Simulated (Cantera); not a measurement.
An adiabatic, constant-pressure homogeneous reactor starts with CO : H2 : CH4 : O2 : N2 = 1 : 0.53 : 0.032 : 1.38 : 9.81 (molar parts), equivalence ratio 0.60, at 1450 K and 7.70 bar. Integrator tolerance rtol = 1e-08.

Computed with Cantera and GRI-Mech 3.0 (53 species, 325 reactions).

### Question
What does this change do: H2 0.53 to 1.3 parts?

### Answer
```
quantity                                                              before                                      after
---------------------------------  -----------------------------------------  -----------------------------------------
time of steepest temperature rise                                    6.25 µs                                    4.44 µs
temperature at 0.800 s                                                2347 K                                     2583 K
equilibrium temperature                                               2347 K                                     2583 K
x(CO) at 0.800 s                     0.00229 (gas-phase equilibrium 0.00229)      0.0118 (gas-phase equilibrium 0.0118)
x(H2) at 0.800 s                   0.000229 (gas-phase equilibrium 0.000229)    0.00267 (gas-phase equilibrium 0.00267)
x(CH4) at 0.800 s                      <1e-12 (gas-phase equilibrium <1e-12)      <1e-12 (gas-phase equilibrium <1e-12)
x(CH2O) at 0.800 s                 1.61e-12 (gas-phase equilibrium 1.61e-12)  9.71e-11 (gas-phase equilibrium 9.71e-11)
x(O2) at 0.800 s                       0.0423 (gas-phase equilibrium 0.0423)      0.0152 (gas-phase equilibrium 0.0152)
```
